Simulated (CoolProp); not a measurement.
Values from CoolProp's reference Helmholtz-energy equation of state, Beckmüller 2019.

Problem. Give the vapour pressure (MPa), liquid density (kg/m³), vapour Z, surface tension (mN/m) of saturated n-octane at 117.55, 122.35, 127.15 °C.

Solution. 
```json
[
 {"T (°C)": "117.55", "p (MPa)": "0.0805", "liquid density (kg/m³)": "619", "vapour Z": "0.952", "surface tension (mN/m)": "12.7"},
 {"T (°C)": "122.35", "p (MPa)": "0.0924", "liquid density (kg/m³)": "614", "vapour Z": "0.947", "surface tension (mN/m)": "12.3"},
 {"T (°C)": "127.15", "p (MPa)": "0.106", "liquid density (kg/m³)": "610", "vapour Z": "0.942", "surface tension (mN/m)": "11.9"}
]
```

Surface tension comes from a separate correlation (Mulero 2012).
